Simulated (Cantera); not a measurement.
A perfectly stirred reactor is fed with CH₄ : O₂ : N₂ = 1 : 2.82 : 11 (molar parts), at 1700000 Pa; it is adiabatic with a 475 K inlet, and is followed from long to short residence time, starting on the burning branch (τ in s: 0.15, 0.081, 0.044, 0.024, 0.013, 0.0068, 0.0037, 0.002, 0.0011, 0.00058, 0.00031, 0.00017, 9e-05).

Cantera simulation using GRI-Mech 3.0 (53 species, 325 reactions); the numbers are that mechanism's predictions, not measurements. The pressure lies above the range GRI-Mech 3.0 was tuned for (to about 10 atm).

Question: Predict: blow-out, bracketed by the residence times tried; x(CH₄) at τ = 0.150 s; x(O₂) at τ = 0.150 s; x(OH) at τ = 0.150 s; x(CH₂O) at τ = 0.150 s; x(CH₄) at τ = 3.70 ms; x(O₂) at τ = 3.70 ms; x(CH₂CO) at τ = 3.70 ms; x(OH) at τ = 3.70 ms; x(CH₂O) at τ = 3.70 ms.

Answer: 
```json
{
  "blow_out_bracketed_by_the_residence_times_tried": "burning at 90.0 µs, the shortest tried",
  "x(CH₄) at τ = 0.150 s": "9.30e-7",
  "x(O₂) at τ = 0.150 s": "0.0550",
  "x(OH) at τ = 0.150 s": "0.000690",
  "x(CH₂O) at τ = 0.150 s": "1.11e-7",
  "x(CH₄) at τ = 3.70 ms": "2.71e-5",
  "x(O₂) at τ = 3.70 ms": "0.0554",
  "x(CH₂CO) at τ = 3.70 ms": "1.43e-8",
  "x(OH) at τ = 3.70 ms": "0.000891",
  "x(CH₂O) at τ = 3.70 ms": "3.41e-6"
}
```
